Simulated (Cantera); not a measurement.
An adiabatic, constant-pressure homogeneous reactor starts with 3.67 % CH3OH, 11.5 % O2, 84.9 % N2, equivalence ratio 0.48, at 1348 K and 5.00 bar.

Computed with Cantera and GRI-Mech 3.0 (53 species, 325 reactions). GRI-Mech 3.0 was tuned for natural gas; its chemistry of methanol as a main component is partial and can be far from experiment.

**Question.** Predict: time of steepest temperature rise; temperature at 2.00 s; equilibrium temperature; x(O2) at 2.00 s; x(CO) at 2.00 s; x(N2O) at 2.00 s; x(CO2) at 2.00 s.

**Answer.** 
```
Item                                                                Result
---------------------------------  ---------------------------------------
time of steepest temperature rise                                 0.447 ms
temperature at 2.00 s                                               1991 K
equilibrium temperature                                             1989 K
x(O2) at 2.00 s                      0.0567 (gas-phase equilibrium 0.0563)
x(CO) at 2.00 s                    8.33e-5 (gas-phase equilibrium 8.22e-5)
x(N2O) at 2.00 s                   5.14e-7 (gas-phase equilibrium 5.12e-7)
x(CO2) at 2.00 s                     0.0360 (gas-phase equilibrium 0.0360)
```
